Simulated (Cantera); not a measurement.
Feed: 1 mol PbO, 90 mol H2, 0.35 mol N2, at 825 K and 12.0 Pa.

Method: chemical equilibrium by Gibbs-energy minimisation in Cantera with the NASA 1993 tables (ideal gas, pure condensed phases). Candidate condensed phases: H2O, Pb, PbO, PbO2, Pb3O4; 27 gas species. The numbers say what is thermodynamically allowed, not how fast it happens.

Base state: H2 0.984, H2O 0.0111, N2 0.00387, Pb 0.00120 (mole fractions); condensed: Pb(l).

Q: What changes in the equilibrium state with this change: temperature from 825 K to 1175 K?

A: 
```tsv
species	before	after
H2	0.984	0.974
Pb	0.00120	0.0109
H2O	0.0111	0.0109
H	<1e-9	1.10e-5
N2	0.00387	0.00383
Pb(l), mol	0.892	0
```
